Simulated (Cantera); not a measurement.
# Premixed flame

A freely propagating, adiabatic, planar premixed flame of H₂ : O₂ : N₂ = 1 : 0.385 : 1.45 (molar parts), unburnt at 350 K and 0.306 atm; mixture-averaged transport, grid criteria slope 0.08 and curve 0.16, no radiation.

Cantera simulation using the H2/O2 subset of GRI-Mech 3.0, which has no nitrogen chemistry; the numbers are that mechanism's predictions, not measurements. Burning velocities carry a grid error of a few per cent, more on coarse grids.

```
z (mm)  T (K)  u (m/s)    x H₂     x O₂   x H₂O₂      x H      x OH    x H₂O
------  -----  -------  ------  -------  -------  -------  --------  -------
-5.22     350     3.26   0.353    0.136    <1e-8    <1e-8     <1e-8    <1e-8
-3.48     350     3.26   0.353    0.136    <1e-8    <1e-8     <1e-8    <1e-8
-2.61     350     3.26   0.353    0.136    <1e-8    <1e-8     <1e-8    <1e-8
-1.74     350     3.26   0.353    0.136    <1e-8    <1e-8     <1e-8    <1e-8
-0.869    354     3.29   0.351    0.136  1.45e-6  2.84e-6   3.34e-6  5.01e-5
-0.435    595     5.39   0.319    0.132  5.17e-5  0.00520  0.000931   0.0166
0        1077     9.42   0.205   0.0928  1.48e-6   0.0481   0.00215    0.106
0.435    1386     12.0  0.0996   0.0293  1.26e-6   0.0847   0.00632    0.222
0.869    1516     13.0  0.0806   0.0142  9.62e-7   0.0844   0.00843    0.250
1.74     1653     14.1  0.0823   0.0105  5.90e-7   0.0719    0.0103    0.259
3.48     1797     15.1  0.0860  0.00822  3.13e-7   0.0571    0.0116    0.266
6.96     1941     16.2  0.0884  0.00587  1.62e-7   0.0430    0.0119    0.276
13.9     2076     17.1  0.0895  0.00370  8.72e-8   0.0304    0.0111    0.286
```
x: mole fraction of selected species; z is measured from the peak of heat release.

```
Quantity                     Value
------------------------  --------
laminar burning velocity  326 cm/s
thermal thickness          1.74 mm
peak x(H₂O₂)               5.67e-5
peak x(H)                   0.0868
peak x(OH)                  0.0120
grid points                    132
```
